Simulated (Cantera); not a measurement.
Cantera with NASA thermochemical tables; ideal gases at 1 bar, condensed phases pure. Values are per mole of reaction as written; species without (g) are pure solids or liquids, kept so even where they would boil at 1 bar.

MgF₂ + H₂(g) → Mg + 2 HF(g)

| T (K) | ΔH° (kJ) | ΔS° (J/K) | ΔG° (kJ) | log10 K |
|---|---|---|---|---|
| 450 | 577.4 | 187.5 | 493.0 | -57.23 |
| 500 | … | … | … | … |
| 550 | 575.8 | 184.2 | 474.4 | -45.06 |
| 600 | 574.9 | 182.7 | 465.3 | -40.51 |
| 650 | … | … | … | … |
| 700 | 573.0 | 179.8 | 447.2 | -33.37 |
| 750 | 572.1 | 178.6 | 438.2 | -30.52 |
| 800 | 571.2 | 177.4 | 429.3 | -28.03 |

Task: Fill in the missing entries.

Result: 
- 500, ΔH° (kJ): 576.6
- 500, ΔS° (J/K): 185.8
- 500, ΔG° (kJ): 483.7
- 500, log10 K: -50.53
- 650, ΔH° (kJ): 574.0
- 650, ΔS° (J/K): 181.2
- 650, ΔG° (kJ): 456.2
- 650, log10 K: -36.66
